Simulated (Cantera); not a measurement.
Input: 1 mol Si, 4.2 mol Cl2, equilibrated at 1198 K and 150 Torr.

Cantera equilibrium calculation (NASA polynomials, part measured and part estimated; ideal gas, pure solids and liquids). Equilibrium is a limit: real reactors are often held back by kinetics, nucleation or transport.

| species | before | after |
|---|---|---|
| Cl2 | 0.680 | 0.688 |
| SiCl4 | 0.311 | 0.312 |
| Cl | 0.00854 | 3.63e-8 |
Gas species are given as mole fractions.

Problem. Name the change that produced these shifts.
(A) temperature from 1198 K to 600 K
(B) pressure from 150 Torr to 6.38 Torr
(C) pressure from 150 Torr to 7.50 Torr
(D) pressure from 150 Torr to 62.3 Torr

Solution. A, temperature from 1198 K to 600 K
